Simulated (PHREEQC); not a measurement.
0.28 g of hydrous ferric oxide (600 m²/g; 0.2 weak and 0.005 strong sites per Fe, Dzombak-Morel constants, diffuse double layer) in 1 kg of water with 0.001 mol/kgw of an inert sodium salt, at 25 °C; the pH is set by adding NaOH or the inert anion's acid. Oxygen is held at 0.21 atm. CO2 from the air is kept out. No solid was allowed to form.

Base run: PHREEQC, ion-association model, wateq4f.dat. Each further column changes one thing. The table gives surface charge σ (C/m²).

```tsv
pH	base	background salt from 0.001 to 0.0001 mol/kgw	oxide from 0.28 to 1.4 g/kgw	0.0017 mol/kgw Na2HAsO4 added
3	0.257	0.230	0.274	0.007
3.5	0.178	0.134	0.197	0.005
4	0.120	0.072	0.133	0.002
4.5	0.080	0.039	0.087	-0.001
5	0.051	0.021	0.054	-0.004
5.5	0.032	0.012	0.033	-0.007
6.5	0.011	0.004	0.011	-0.016
7	0.006	0.002	0.006	-0.021
7.5	0.003	0.001	0.003	-0.025
8	0.000	0.000	0.000	-0.028
8.5	-0.002	-0.001	-0.002	-0.031
9	-0.004	-0.001	-0.004	-0.036
```

The oxide is taken as insoluble; below pH 4 it would dissolve.
